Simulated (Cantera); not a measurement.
A closed system holds: 1 mol CH2F2, 0.22 mol CH4, 0.1 mol H2, equilibrated at 1898.15 K and 0.410 bar.

Cantera equilibrium calculation (NASA polynomials, part measured and part estimated; ideal gas, pure solids and liquids). Candidate condensed phases: C, C6H6, C7H8, C8H18; 95 gas species. Equilibrium is a limit: real reactors are often held back by kinetics, nucleation or transport.

Base state: HF 0.787, H2 0.212, H 0.000563, C2H2 (acetylene) 7.99e-5, CH4 1.04e-5 (mole fractions); condensed: C(graphite).

Question: What changes in the equilibrium state with this change: temperature from 1898.15 K to 3048.15 K?

Answer: 
```
species             before     after
----------------  --------  --------
HF                   0.787     0.738
H2                   0.212     0.139
H                 0.000563     0.106
C3                   <1e-9   0.00126
C2H                2.75e-9   0.00139
CF                 1.52e-9  0.000487
C(graphite), mol      1.22      1.14
```
